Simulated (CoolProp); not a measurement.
Vapour-liquid equilibrium of R227EA (1) + isobutene (2) at 276.3 K; x and y are mole fractions of (1).

Model: multi-fluid Helmholtz-energy mixture model, Lemmon 2016 and Lemmon 2005; pair parameters Bell 2016, in CoolProp.

| x | bubble pressure (kPa) | y at the bubble point | dew pressure at overall composition x (kPa) | liquid density (mol/L) |
|---|---|---|---|---|
| 0.05 | 174.0 | 0.180 | 154.8 | 10.79 |
| 0.15 | 206.9 | 0.358 | 169.3 | 10.47 |
| 0.25 | 225.0 | 0.448 | 186.1 | 10.17 |
| 0.35 | 235.5 | 0.506 | 205.3 | 9.897 |
| 0.45 | 241.7 | 0.552 | 225.4 | 9.648 |
| 0.55 | 245.4 | 0.598 | 241.5 | 9.424 |
| 0.65 | 246.7 | 0.649 | 246.7 | 9.223 |
| 0.75 | 245.0 | 0.713 | 242.8 | 9.043 |
| 0.85 | 239.1 | 0.799 | 234.6 | 8.882 |
| 0.95 | 227.7 | 0.920 | 224.6 | 8.738 |

y crosses x between x = 0.55 and 0.65: the model has an azeotrope there.

Pair parameters are fitted to limited data, so mixtures are less certain than the pure fluids.
